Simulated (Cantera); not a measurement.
A closed system holds: 1 mol N2O, a varied amount of H2, held at 777 °C and 1.80 mbar.

These are equilibrium values from Cantera (NASA tables, ideal gas, pure condensed phases), not measurements of a reactor. Candidate condensed phases: H2O; 24 gas species. Rates play no part.

log p: log10 of the partial pressure in bar; nothing condenses.

```json
[
 {"n(H2) (mol)": "0.67", "log p H2": "-10.73", "log p N2": "-3.01", "log p H2O": "-3.18", "log p O2": "-3.79", "log p NO": "-7.29", "log p OH": "-8.40", "log p NH3": "<-14"},
 {"n(H2) (mol)": "0.88", "log p H2": "-10.40", "log p N2": "-3.03", "log p H2O": "-3.09", "log p O2": "-4.25", "log p NO": "-7.53", "log p OH": "-8.47", "log p NH3": "<-14"},
 {"n(H2) (mol)": "1.1", "log p H2": "-4.07", "log p N2": "-3.07", "log p H2O": "-3.07", "log p O2": "<-14", "log p NO": "-13.86", "log p OH": "-11.62", "log p NH3": "-11.01"},
 {"n(H2) (mol)": "1.5", "log p H2": "-3.44", "log p N2": "-3.14", "log p H2O": "-3.14", "log p O2": "<-14", "log p NO": "-14.60", "log p OH": "-12.01", "log p NH3": "-10.11"},
 {"n(H2) (mol)": "1.9", "log p H2": "-3.25", "log p N2": "-3.21", "log p H2O": "-3.21", "log p O2": "<-14", "log p NO": "<-14", "log p OH": "-12.17", "log p NH3": "-9.86"},
 {"n(H2) (mol)": "2.5", "log p H2": "-3.11", "log p N2": "-3.29", "log p H2O": "-3.29", "log p O2": "<-14", "log p NO": "<-14", "log p OH": "-12.32", "log p NH3": "-9.69"},
 {"n(H2) (mol)": "3.3", "log p H2": "[?]", "log p N2": "[?]", "log p H2O": "[?]", "log p O2": "<-14", "log p NO": "<-14", "log p OH": "[?]", "log p NH3": "[?]"},
 {"n(H2) (mol)": "4.3", "log p H2": "-2.95", "log p N2": "-3.47", "log p H2O": "-3.47", "log p O2": "<-14", "log p NO": "<-14", "log p OH": "-12.58", "log p NH3": "-9.53"},
 {"n(H2) (mol)": "5.6", "log p H2": "-2.90", "log p N2": "[?]", "log p H2O": "[?]", "log p O2": "<-14", "log p NO": "<-14", "log p OH": "[?]", "log p NH3": "-9.51"},
 {"n(H2) (mol)": "7.3", "log p H2": "-2.86", "log p N2": "-3.66", "log p H2O": "-3.66", "log p O2": "<-14", "log p NO": "<-14", "log p OH": "-12.82", "log p NH3": "-9.50"}
]
```

### Question
Fill in the missing entries.

### Answer

- 3.3, log p H2: -3.02
- 3.3, log p N2: -3.38
- 3.3, log p H2O: -3.38
- 3.3, log p OH: -12.46
- 3.3, log p NH3: -9.59
- 5.6, log p N2: -3.56
- 5.6, log p H2O: -3.56
- 5.6, log p OH: -12.70
